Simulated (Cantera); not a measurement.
Charge: 1 mol C₂H₅OH, 3.1 mol H₂, equilibrated at 527 °C and 0.100 bar.

Cantera equilibrium calculation (NASA polynomials, part measured and part estimated; ideal gas, pure solids and liquids). The numbers say what is thermodynamically allowed, not how fast it happens.

```csv
species,before,after
H₂,0.773,0.688
H,<1e-9,0.164
CO,0.0450,0.129
C₂H₂ (acetylene),<1e-9,0.0177
CO₂,0.0200,3.60e-9
H₂O,0.0814,1.30e-7
CH₄,0.0804,5.11e-6
C₂H,<1e-9,0.000468
C₄H₂,<1e-9,0.000190
C₃,<1e-9,0.000122
C,<1e-9,2.84e-5
C₂H₂ (vinylidene),<1e-9,2.77e-5
CH₃,<1e-9,2.07e-5
"C(graphite), mol",1.13,0.708
```
Gas species are given as mole fractions.

Problem. Name the change that produced these shifts.
(A) pressure from 0.100 bar to 7.40 bar
(B) temperature from 527 °C to 352 °C
(C) H₂ from 3.1 to 38 mol
(D) temperature from 527 °C to 2452 °C

Solution. D, temperature from 527 °C to 2452 °C
